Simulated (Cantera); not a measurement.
What does this Cantera script print?

```python
import numpy as np
import cantera as ct

gas = ct.Solution("gri30.yaml")
gas.TPX = 675, 500000, {'CH4': 1, 'C2H6': 0.64, 'O2': 6.14, 'N2': 23.1}
flame = ct.FreeFlame(gas, width=0.013)
flame.set_refine_criteria(ratio=3, slope=0.08, curve=0.16)
flame.transport_model = "mixture-averaged"
flame.solve(loglevel=0, auto=True)
z, T = flame.grid, flame.T
thick = (T[-1] - T[0]) / np.gradient(T, z).max()
show = ['CH4', 'C2H6', 'O2', 'H2O', 'CH3', 'H']
print(f"laminar burning velocity  {flame.velocity[0] * 100:.3f} cm/s")
print(f"burnt temperature         {T[-1]:.1f} K")
print(f"thermal thickness         {thick * 1e3:.4f} mm")
print(f"grid points               {len(z)}")
z0 = z[flame.heat_release_rate.argmax()]
print(f"{'z/mm':>9s}{'T/K':>9s}{'u/(m/s)':>9s}" + "".join(f"{s:>11s}" for s in show))
rows = []
for k in (-3, -2, -1.5, -1, -0.5, -0.25, 0, 0.25, 0.5, 1, 2, 4, 8):
    zz = z0 + k * thick
    rows.append([k * thick, np.interp(zz, z, T), np.interp(zz, z, flame.velocity),
                 *(np.interp(zz, z, flame.X[gas.species_index(s)]) for s in show)])
    print(f"{rows[-1][0] * 1e3:9.3f}{rows[-1][1]:9.1f}{rows[-1][2]:9.3f}" + "".join(f"{x:11.3e}" for x in rows[-1][3:]))
```

Result:

```
laminar burning velocity  70.993 cm/s
burnt temperature         2130.8 K
thermal thickness         0.1046 mm
grid points               141
     z/mm      T/K  u/(m/s)        CH4       C2H6         O2        H2O        CH3          H
   -0.314    675.6    0.711  3.234e-02  2.071e-02  1.987e-01  1.739e-04  1.530e-10  2.333e-15
   -0.209    680.2    0.716  3.215e-02  2.067e-02  1.981e-01  1.115e-03  1.481e-09  1.777e-13
   -0.157    695.1    0.733  3.164e-02  2.053e-02  1.967e-01  3.651e-03  9.293e-09  6.199e-12
   -0.105    764.3    0.810  2.953e-02  1.966e-02  1.903e-01  1.329e-02  2.232e-07  2.181e-09
   -0.052   1070.7    1.147  2.101e-02  1.330e-02  1.611e-01  4.691e-02  5.204e-05  5.934e-06
   -0.026   1393.5    1.505  1.212e-02  5.122e-03  1.287e-01  7.752e-02  5.444e-04  1.103e-04
    0.000   1720.3    1.867  3.063e-03  2.523e-04  9.328e-02  1.055e-01  6.352e-04  7.309e-04
    0.026   1874.8    2.028  2.122e-04  4.857e-07  7.479e-02  1.158e-01  5.987e-05  1.162e-03
    0.052   1945.2    2.095  8.393e-06  3.911e-10  6.832e-02  1.180e-01  2.660e-06  1.065e-03
    0.105   2023.8    2.168  2.334e-08  5.636e-15  6.379e-02  1.202e-01  9.117e-09  6.402e-04
    0.209   2087.0    2.227  1.603e-12  4.334e-21  6.139e-02  1.228e-01  9.804e-13  2.235e-04
    0.418   2119.5    2.257  9.378e-15  4.257e-27  6.058e-02  1.246e-01  3.112e-14  5.853e-05
    0.837   2129.7    2.267  2.927e-15 -4.129e-27  6.040e-02  1.252e-01  7.684e-15  2.566e-05
```

Cantera simulation using GRI-Mech 3.0 (53 species, 325 reactions); the numbers are that mechanism's predictions, not measurements. Burning velocities carry a grid error of a few per cent, more on coarse grids.
